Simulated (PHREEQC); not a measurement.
## Spent oxide etchant: speciation

Consider water at 25 °C with 0.14 mol/kgw HF, 0.00059 mol/kgw H2SiF6, 0.0013 mol/kgw HBF4 and 0.0026 mol/kgw HCl. Closed to the air; pH follows from the charge balance.

All values are PHREEQC results (ion-association model, phreeqc.dat), not measurements.

Each row changes one thing in this solution. This is a speciation only: nothing precipitates in the calculation.

```
case                                  pH  ionic strength (mol/kgw)  HF (mol/kgw)  F- (mol/kgw)  HF2- (mol/kgw)  BF3OH- (mol/kgw)  SI of Quartz (SiO2)
----------------------------------  ----  ------------------------  ------------  ------------  --------------  ----------------  -------------------
as made                             1.86                    0.0160         0.126       0.00696         0.00337           3.75e-6                -8.92
diluted 2-fold with water           2.07                   0.00955        0.0620       0.00543         0.00129           3.82e-6                -7.75
temperature from 25 to 60 °C        1.96                    0.0129         0.130       0.00457         0.00262           7.41e-6                -6.65
temperature from 25 to 30 °C        1.87                    0.0155         0.127       0.00657         0.00331           4.12e-6                -8.60
HF from 0.14 to 0.028 mol/kgw       2.14                   0.00846        0.0250       0.00255        0.000244           1.88e-5                -5.21
HCl from 0.0026 to 0.0039 mol/kgw   1.84                    0.0169         0.127       0.00665         0.00324           3.74e-6                -8.90
HBF4 from 0.0013 to 0.0026 mol/kgw  1.84                    0.0169         0.127       0.00665         0.00324           7.47e-6                -8.90
```

At this temperature some constants are extrapolated from 25 °C, and those without enthalpy data are left unchanged. SiF6-2 is the database's only silicon fluoride. Real BF4- forms and hydrolyses slowly; the run takes it at equilibrium.
